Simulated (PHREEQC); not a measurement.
Solution (25 °C): 0.007 mol/kgw NH4HCO3. Closed to the air; pH follows from the charge balance.

Computed with PHREEQC (ion-association model, wateq4f.dat).

```json
{
  "pH": "7.77",
  "ionic_strength": "0.00681 mol/kgw",
  "total_alkalinity": "7.00 meq/kg"
}
```

```json
[
 {"species": "NH4+", "molality": "0.00679", "activity": "0.00622", "log γ": "-0.038"},
 {"species": "HCO3-", "molality": "0.00674", "activity": "0.00619", "log γ": "-0.037"},
 {"species": "CO2", "molality": "0.000235", "activity": "0.000235", "log γ": "0.001"},
 {"species": "NH3", "molality": "0.000210", "activity": "0.000210", "log γ": "0.000"},
 {"species": "CO3-2", "molality": "2.41e-5", "activity": "1.72e-5", "log γ": "-0.147"},
 {"species": "OH-", "molality": "6.48e-7", "activity": "5.93e-7", "log γ": "-0.038"},
 {"species": "H+", "molality": "1.83e-8", "activity": "1.69e-8", "log γ": "-0.034"}
]
```

No solid was allowed to form. Complexes and solids missing from the database can't appear.
